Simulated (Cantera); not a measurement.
Feed: 1 mol NF3, 0.47 mol H2O, 26 mol N2, at 1.33 mbar.

Cantera equilibrium calculation (NASA polynomials, part measured and part estimated; ideal gas, pure solids and liquids). Candidate condensed phases: H2O; 40 gas species. Rates play no part. All values below are at 2350 °C.

Base state: N2 0.883, F 0.0703, HF 0.0297, O 0.0136, H 0.00159, NO 0.00126, O2 0.000372, OH 2.54e-5 (mole fractions); condensed: gas only.

Problem. What changes in the equilibrium state with this change: N2 from 26 to 4.3 mol?

Solution. 
```csv
species,before,after
N2,0.883,0.581
F,0.0703,0.252
HF,0.0297,0.112
O,0.0136,0.0454
O2,0.000372,0.00411
OH,2.54e-5,8.90e-5
NO,0.00126,0.00339
N,2.23e-5,1.81e-5
```
